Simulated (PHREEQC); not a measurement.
NaOH is added in steps, without added water, to 1 kg of water holding 1.8 mol/kgw Na2CO3 and 0.049 mol/kgw Na2B4O7, at 25 °C. The system is closed to CO2. Solids allowed: Nahcolite, Natron, Trona, Borax, Boric_acid,s, NaBO2:4H2O, NaB5O8:5H2O. Others were left out.

Base run: PHREEQC, Pitzer model, pitzer.dat. Each further column changes one thing. The table gives pH.

| NaOH added (mol) | base | Na2CO3 from 1.8 to 0.36 mol/kgw | no solid may form |
|---|---|---|---|
| 0 | 10.74 | 10.20 | 10.74 |
| 0.006875 | 10.78 | 10.23 | 10.78 |
| 0.02063 | 10.85 | 10.32 | 10.85 |
| 0.0275 | 10.89 | 10.36 | 10.89 |
| 0.04125 | 10.99 | 10.46 | 10.99 |
| 0.04813 | 11.04 | 10.52 | 11.04 |
| 0.06187 | 11.18 | 10.67 | 11.18 |
| 0.06875 | 11.26 | 10.76 | 11.26 |
| 0.0825 | 11.49 | 11.01 | 11.49 |
| 0.08937 | 11.64 | 11.20 | 11.64 |
| 0.1031 | 12.01 | 11.75 | 12.01 |
| 0.11 | 12.18 | 11.97 | 12.18 |

In brines, pH and single-ion activities rest on the MacInnes convention.
